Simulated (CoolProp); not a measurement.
Saturation properties of isopentane.

Values from CoolProp's reference Helmholtz-energy equation of state, Lemmon 2006. It is a short technical equation, of lower accuracy than the large ones.

```
T (°C)     p (kPa)  liquid cp (kJ/(kg K))  vapour Z
------  ----------  ---------------------  --------
-32.45       6.781                  2.004    0.9937
-28.55       8.471                  2.020    0.9926
-24.65  (withheld)                  2.037    0.9913
-20.75       12.91                  2.054    0.9899
-16.85       15.75                  2.071    0.9883
-12.95       19.09                  2.089    0.9865
-9.05        22.99             (withheld)    0.9846
-5.25        27.38                  2.124    0.9826
-1.35        32.57                  2.143    0.9802
2.55         38.53                  2.161    0.9777
6.45         45.32             (withheld)    0.9750
```

### Question
Complete the blanks.

### Answer

- -24.65, p (kPa): 10.50
- -9.05, liquid cp (kJ/(kg K)): 2.107
- 6.45, liquid cp (kJ/(kg K)): 2.180

It boils at 27.8 °C under 1 atm.
